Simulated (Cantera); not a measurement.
Input (Python, Cantera) and output of one run.

```python
import numpy as np
import cantera as ct

gas_names = """
    C CN CO CO2 C2 CCN CNC C2N2 C2O C3 C3O2 C4 C4N2 C5 N NCO NO NO2 NO3 N2 N2O O O2 O3 Si SiC SiC2 SiN
    SiO SiO2 Si2 Si2C Si2N Si3
""".split()
cond_names = """
    C(gr) Si(cr) Si(L) SiC(b) SiO2(Lqz) SiO2(hqz) SiO2(L) Si2N2O(s) Si3N4(a)
""".split()


def load(file, names, dense=False):
    # The tables refer to 1 bar. Condensed volumes are neglected.
    table = {s.name: s for s in ct.Species.list_from_file(file)}
    out = []
    for n in names:
        d = dict(table[n].input_data)
        d["thermo"] = dict(d["thermo"], **{"reference-pressure": 1e5})
        if dense:
            d["equation-of-state"] = {"model": "constant-volume", "density": "1e6 g/cm^3"}
        out.append(ct.Species.from_dict(d))
    return out


gas = ct.Solution(thermo="ideal-gas", species=load("nasa_gas.yaml", gas_names))
cond = {s.name: ct.Solution(thermo="fixed-stoichiometry", species=[s], name=s.name)
        for s in load("nasa_condensed.yaml", cond_names, dense=True)}
atoms = {
    'SiC': {'Si': 1, 'C': 1},
    'N2O': {'N': 2, 'O': 1},
    'N2': {'N': 2},
}
top_T = {'C(gr)': 4500, 'SiC(b)': 3050, 'Si2N2O(s)': 2100, 'Si3N4(a)': 2400}  # K; cautious upper limits of use, not melting points


def equilibrate(T, P, feed):
    n = {}
    for name, mol in feed.items():
        for a, k in atoms[name].items():
            n[a] = n.get(a, 0.0) + k * mol
    gas.TPX = T, P, n
    mass = sum(n.values()) * gas.mean_molecular_weight
    gas.equilibrate("TP")
    valid = [c for c in cond.values() if c.min_temp <= T <= top_T.get(c.name, c.max_temp)]
    mix = ct.Mixture([(gas, mass / gas.mean_molecular_weight)] + [(c, 0.0) for c in valid])
    mix.T, mix.P = T, P
    mix.equilibrate("TP", solver="vcs", rtol=1e-11, max_steps=5000)
    return mix


results = []
T = 1823  # K
P = 0.8  # Pa
for m in [0.012, 0.042, 0.072, 0.1, 0.13, 0.16, 0.19, 0.22, 0.25, 0.28, 0.31]:
    feed = {'SiC': 1, 'N2O': m, 'N2': 7.1}  # mol
    mix = equilibrate(T, P, feed)
    results.append((T, P, feed, dict(zip(mix.species_names, mix.species_moles))))

top = {s: max(r[3][s] / sum(r[3][g] for g in gas_names) for r in results) for s in gas_names}
cols = sorted((s for s in top if top[s] > 1e-06), key=lambda s: -top[s])[:5]
seen = [c for c in cond_names if any(r[3].get(c, 0) > 1e-12 for r in results)]
print("log10 of partial pressures in bar; condensed amounts in mol")
print(f"{'n(N2O)':>10s}" + "".join(f"{s[:9]:>10s}" for s in cols + seen))
for T, P, feed, n in results:
    ng = sum(n[g] for g in gas_names)
    print(f"{feed['N2O']:10.4g}" + "".join(f"{np.log10(max(n[s] / ng * P / 1e5, 1e-99)):10.3f}" for s in cols)
          + "".join(f"{n.get(c, 0):10.4g}" for c in seen))
```

Output:

```
log10 of partial pressures in bar; condensed amounts in mol
    n(N2O)        N2        CO        Si       SiO      Si2C     C(gr)    SiC(b)
     0.012    -5.104    -7.880    -6.928   -10.107    -8.849   0.09451    0.8886
     0.042    -5.106    -7.339    -6.928    -9.566    -8.849   0.06576    0.8875
     0.072    -5.108    -7.109    -6.928    -9.336    -8.849   0.03701    0.8864
       0.1    -5.110    -6.969    -6.928    -9.196    -8.849   0.01018    0.8853
      0.13    -5.112    -6.861    -6.865    -8.962    -8.786         0    0.8662
      0.16    -5.116    -6.777    -6.784    -8.718    -8.706         0    0.8372
      0.19    -5.119    -6.709    -6.719    -8.520    -8.641         0    0.8083
      0.22    -5.122    -6.653    -6.665    -8.354    -8.586         0    0.7796
      0.25    -5.125    -6.604    -6.619    -8.213    -8.540         0    0.7512
      0.28    -5.128    -6.561    -6.579    -8.091    -8.500         0    0.7231
      0.31    -5.131    -6.524    -6.544    -7.984    -8.466         0    0.6953
```

Cantera equilibrium calculation (NASA polynomials, part measured and part estimated; ideal gas, pure solids and liquids). The tables' values for SiN are old estimates; treat these amounts as uncertain.
